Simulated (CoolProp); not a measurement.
Values from CoolProp's reference Helmholtz-energy equation of state, Marx 1992.

Question: Give the vapour pressure (MPa), enthalpy of vaporisation (kJ/kg), vapour Z of saturated R113 at 388.5, 398.9, 419.8 K.

Answer: 
```json
[
 {"T (K)": "388.5", "p (MPa)": "0.617", "enthalpy of vaporisation (kJ/kg)": "119", "vapour Z": "0.851"},
 {"T (K)": "398.9", "p (MPa)": "0.767", "enthalpy of vaporisation (kJ/kg)": "114", "vapour Z": "0.825"},
 {"T (K)": "419.8", "p (MPa)": "1.15", "enthalpy of vaporisation (kJ/kg)": "103", "vapour Z": "0.766"}
]
```
